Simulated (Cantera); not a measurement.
**Hydrocarbon pyrolysis for carbon deposition**

An isothermal, constant-pressure homogeneous reactor starts with C2H6 : N2 = 1 : 2 (molar parts), at 1350 K and 1.01 bar.

Cantera simulation using GRI-Mech 3.0 (53 species, 325 reactions); the numbers are that mechanism's predictions, not measurements. GRI-Mech 3.0 stops at C3 and has no aromatics, soot or wall deposition, so with more carbon than oxygen in the feed, carbon stays in small species such as C2H2 where larger ones or solid carbon would form.

```csv
t (s),x C2H6,x H,x CH4,x C2H4,x CH2
8.00e-6,0.333,1.48e-6,7.97e-5,8.10e-5,3.03e-9
5.55e-5,0.322,1.07e-5,0.00153,0.00682,2.51e-8
0.000386,0.231,1.33e-5,0.0143,0.0669,2.43e-8
0.00268,0.0255,1.55e-5,0.0547,0.180,5.99e-9
0.0186,0.00103,4.74e-6,0.0620,0.136,3.08e-10
0.129,0.000524,3.88e-6,0.0675,0.0663,1.69e-10
0.896,0.000386,2.64e-6,0.0920,0.0521,1.20e-10
6.22,0.000269,1.39e-6,0.140,0.0414,7.41e-11
43.2,0.000230,1.07e-6,0.162,0.0369,6.09e-11
300,0.000230,1.07e-6,0.162,0.0369,6.08e-11
```
x: mole fraction; the columns are a selection and need not sum to one.

Equilibrium at this temperature and pressure: C2H6 0.000193, H 1.10e-6, CH4 0.153, C2H4 0.0288, CH2 5.38e-11 (gas phase only).
